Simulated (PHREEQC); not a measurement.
1 kg of water holding 0.0033 mol/kgw Na2SO4, 0.2 mol/kgw Na2CO3 and 0.11 mol/kgw NaHCO3 is evaporated at 30 °C; the solids stay in contact with the brine. No CO2 enters from the air. The run lets Burkeite, Mirabilite, Nahcolite, Natron, Thenardite, Trona precipitate or redissolve, and no other solid.

Model: Pitzer model, pitzer.dat, run in PHREEQC.

**Question.** Predict ionic strength at water left (kg) = 0.6755, 0.5552, 0.1407, 0.1156.

**Answer.** 
```
water left (kg)  ionic strength
---------------  --------------
0.6755                     1.07
0.5552                     1.30
0.1407                     5.12
0.1156                     6.09
```
